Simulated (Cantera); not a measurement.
# NO annealing gas

A perfectly stirred reactor is fed with NO : N₂ = 1 : 0.1 (molar parts), at 105 Torr; it is held at 2100 K, and followed from long to short residence time.

Cantera simulation using GRI-Mech 3.0 (53 species, 325 reactions); the numbers are that mechanism's predictions, not measurements.

| τ (s) | x NO | x N₂O | x N₂ | x O | x NO₂ |
|---|---|---|---|---|---|
| 1.2 | 0.342 | 3.79e-5 | 0.374 | 0.00203 | 0.000217 |
| 0.55 | 0.518 | 9.19e-5 | 0.286 | 0.00172 | 0.000272 |
| 0.26 | 0.682 | 0.000170 | 0.204 | 0.00137 | 0.000275 |
| 0.13 | 0.789 | 0.000240 | 0.150 | 0.00107 | 0.000237 |
| 0.060 | 0.854 | 0.000292 | 0.118 | 0.000838 | 0.000187 |
| 0.028 | 0.884 | 0.000315 | 0.103 | 0.000695 | 0.000152 |
| 0.014 | 0.897 | 0.000316 | 0.0966 | 0.000609 | 0.000130 |
| 0.0064 | 0.904 | 0.000296 | 0.0932 | 0.000527 | 0.000111 |
x: mole fraction; the columns are a selection and need not sum to one.
